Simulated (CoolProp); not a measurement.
Values from CoolProp's reference Helmholtz-energy equation of state, Thol 2017.

Task: For octamethyltrisiloxane (MDM), give the phase and the Z, cp (kJ/(kg K)), Joule-Thomson coefficient (K/MPa) at 431.9 K and 0.101 MPa; 462.2 K and 0.101 MPa; 482.4 K and 0.101 MPa.

Result: 
- 431.9 K and 0.101 MPa: gas; Z 0.930, cp 1.79, Joule-Thomson coefficient 24.0
- 462.2 K and 0.101 MPa: gas; Z 0.947, cp 1.86, Joule-Thomson coefficient 18.4
- 482.4 K and 0.101 MPa: gas; Z 0.955, cp 1.91, Joule-Thomson coefficient 15.6
